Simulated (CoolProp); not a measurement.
Vapour-liquid equilibrium of n-pentane (1) + benzene (2) at 366.9 K; x and y are mole fractions of (1).

Values from CoolProp's multi-fluid Helmholtz-energy mixture model, Thol 2019 and Thol 2012; pair parameters Bell 2016.

```json
[
 {"x": "0.05", "bubble pressure (kPa)": "…", "y at the bubble point": "0.202", "dew pressure at overall composition x (kPa)": "158.3", "liquid density (mol/L)": "10.06"},
 {"x": "0.15", "bubble pressure (kPa)": "235.1", "y at the bubble point": "0.430", "dew pressure at overall composition x (kPa)": "173.5", "liquid density (mol/L)": "9.749"},
 {"x": "0.25", "bubble pressure (kPa)": "278.7", "y at the bubble point": "…", "dew pressure at overall composition x (kPa)": "191.8", "liquid density (mol/L)": "…"},
 {"x": "0.35", "bubble pressure (kPa)": "316.2", "y at the bubble point": "0.649", "dew pressure at overall composition x (kPa)": "213.9", "liquid density (mol/L)": "9.167"},
 {"x": "0.45", "bubble pressure (kPa)": "349.8", "y at the bubble point": "0.718", "dew pressure at overall composition x (kPa)": "241.2", "liquid density (mol/L)": "8.892"},
 {"x": "0.55", "bubble pressure (kPa)": "381.0", "y at the bubble point": "0.775", "dew pressure at overall composition x (kPa)": "275.0", "liquid density (mol/L)": "8.628"},
 {"x": "0.65", "bubble pressure (kPa)": "410.8", "y at the bubble point": "0.828", "dew pressure at overall composition x (kPa)": "316.7", "liquid density (mol/L)": "8.373"},
 {"x": "0.75", "bubble pressure (kPa)": "440.2", "y at the bubble point": "0.877", "dew pressure at overall composition x (kPa)": "367.0", "liquid density (mol/L)": "…"},
 {"x": "0.85", "bubble pressure (kPa)": "469.4", "y at the bubble point": "0.926", "dew pressure at overall composition x (kPa)": "…", "liquid density (mol/L)": "7.892"},
 {"x": "0.95", "bubble pressure (kPa)": "499.1", "y at the bubble point": "0.975", "dew pressure at overall composition x (kPa)": "484.1", "liquid density (mol/L)": "7.665"}
]
```

Question: Complete the blanks.

Answer: 
- 0.05, bubble pressure (kPa): 182.5
- 0.25, y at the bubble point: 0.560
- 0.25, liquid density (mol/L): 9.453
- 0.75, liquid density (mol/L): 8.128
- 0.85, dew pressure at overall composition x (kPa): 424.1

No azeotrope shows between x = 0.05 and 0.95.

Pair parameters are fitted to limited data, so mixtures are less certain than the pure fluids.
